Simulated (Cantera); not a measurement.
A perfectly stirred reactor is fed with CH4 : C2H6 : O2 : N2 = 1 : 0.33 : 1.86 : 7.42 (molar parts), at 0.260 bar; it is adiabatic with a 675 K inlet, and is followed from long to short residence time, starting on the burning branch (τ in s: 0.042, 0.018, 0.0077, 0.0033, 0.0014, 0.00062, 0.00027, 0.00012, 5e-05).

Detailed kinetics in Cantera: GRI-Mech 3.0 (53 species, 325 reactions).

Task: What does this change do: 1 parts H2O added?

Result: 
| quantity | before | after |
|---|---|---|
| blow-out, bracketed by the residence times tried | burning at 1.40 ms, out at 0.620 ms | burning at 1.40 ms, out at 0.620 ms |
| x(CH4) at τ = 42.0 ms | 0.000428 | 0.00102 |
| x(C2H6) at τ = 42.0 ms | 2.28e-6 | 4.54e-6 |
| x(O2) at τ = 42.0 ms | 0.000313 | 0.000544 |
| x(NO) at τ = 42.0 ms | 0.000153 | 7.81e-5 |
| x(CO2) at τ = 42.0 ms | 0.0306 | 0.0379 |
| x(CH4) at τ = 1.40 ms | 0.00337 | 0.00645 |
| x(C2H6) at τ = 1.40 ms | 7.95e-5 | 0.000216 |
| x(O2) at τ = 1.40 ms | 0.00670 | 0.0129 |
| x(NO) at τ = 1.40 ms | 3.09e-5 | 6.92e-6 |
| x(CO2) at τ = 1.40 ms | 0.0267 | 0.0267 |

Task: What does this change do: O2 1.86 to 1.1 parts?

Result: 
```csv
quantity,before,after
"blow-out, bracketed by the residence times tried","burning at 1.40 ms, out at 0.620 ms",not reached
x(CH4) at τ = 42.0 ms,0.000428,0.102
x(C2H6) at τ = 42.0 ms,2.28e-6,0.0335
x(O2) at τ = 42.0 ms,0.000313,0.112
x(NO) at τ = 42.0 ms,0.000153,<1e-12
x(CO2) at τ = 42.0 ms,0.0306,<1e-12
x(CH4) at τ = 1.40 ms,0.00337,0.102
x(C2H6) at τ = 1.40 ms,7.95e-5,0.0335
x(O2) at τ = 1.40 ms,0.00670,0.112
x(NO) at τ = 1.40 ms,3.09e-5,<1e-12
x(CO2) at τ = 1.40 ms,0.0267,<1e-12
state,not reached,not burning at any residence time tried
```
